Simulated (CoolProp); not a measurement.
n-decane along the isotherm 346.85 °C: fugacity coefficient from the reference equation and from simpler models built on Tc = 344.5 °C, pc = 2.101 MPa, ω = 0.488; each cubic takes its own stable root.

Values from CoolProp's reference Helmholtz-energy equation of state, Lemmon 2006. It is a short technical equation, of lower accuracy than the large ones.

| p (MPa) | phase | reference |
|---|---|---|
| 1.4 | gas | 0.7720 |
| 2.8 | supercritical | 0.5219 |
| 4.2 | supercritical | 0.3837 |
| 5.6 | supercritical | 0.3152 |
| 7 | supercritical | 0.2751 |
| 8.41 | supercritical | 0.2493 |
| 9.81 | supercritical | 0.2321 |
| 11.2 | supercritical | 0.2203 |
| 12.6 | supercritical | 0.2121 |
| 14 | supercritical | 0.2064 |
| 15.4 | supercritical | 0.2027 |
| 16.8 | supercritical | 0.2006 |
| 18.2 | supercritical | 0.1997 |
| 19.6 | supercritical | 0.1999 |
| 21 | supercritical | 0.2010 |

Task: How far does each simpler model (Redlich-Kwong, Soave-Redlich-Kwong, Peng-Robinson) lie from the reference over these 15 states: mean and median of the absolute difference, and the worst?

Result: 
- Redlich-Kwong: mean 15.5 %, median 16.6 %, worst +25.6 % at 346.85 °C and 21 MPa
- Soave-Redlich-Kwong: mean 16.2 %, median 17.3 %, worst +26.5 % at 346.85 °C and 21 MPa
- Peng-Robinson: mean 4.8 %, median 5.5 %, worst +6.9 % at 346.85 °C and 21 MPa
